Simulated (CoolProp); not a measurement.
A simple Rankine cycle with n-perfluoropentane: condensing at 292.15 K, boiler at 1.24 MPa, turbine inlet 400.3 K, turbine efficiency 0.9, pump efficiency 0.8, no recuperator. Each further row changes one setting.

The numbers come from the reference Helmholtz-energy equation of state, Gao 2022 in CoolProp.

```json
[
 {"case": "as stated", "thermal efficiency (%)": "13.9", "net work (kJ/kg)": "24.1", "heat in (kJ/kg)": "174", "turbine exit temperature (K)": "357.7", "volume ratio over the turbine": "24.0"},
 {"case": "turbine inlet 420.3 K", "thermal efficiency (%)": "13.4", "net work (kJ/kg)": "26.3", "heat in (kJ/kg)": "196", "turbine exit temperature (K)": "379.8", "volume ratio over the turbine": "21.6"},
 {"case": "condensing temperature 284.15 K", "thermal efficiency (%)": "[?]", "net work (kJ/kg)": "27.1", "heat in (kJ/kg)": "[?]", "turbine exit temperature (K)": "354.1", "volume ratio over the turbine": "33.3"},
 {"case": "boiler pressure 0.868 MPa", "thermal efficiency (%)": "12.5", "net work (kJ/kg)": "22.5", "heat in (kJ/kg)": "[?]", "turbine exit temperature (K)": "366.6", "volume ratio over the turbine": "14.4"},
 {"case": "turbine efficiency 0.8", "thermal efficiency (%)": "12.3", "net work (kJ/kg)": "21.4", "heat in (kJ/kg)": "174", "turbine exit temperature (K)": "360.8", "volume ratio over the turbine": "24.3"}
]
```

Question: Fill in the missing entries.

Answer: 
- condensing temperature 284.15 K, thermal efficiency (%): 14.9
- condensing temperature 284.15 K, heat in (kJ/kg): 182
- boiler pressure 0.868 MPa, heat in (kJ/kg): 180
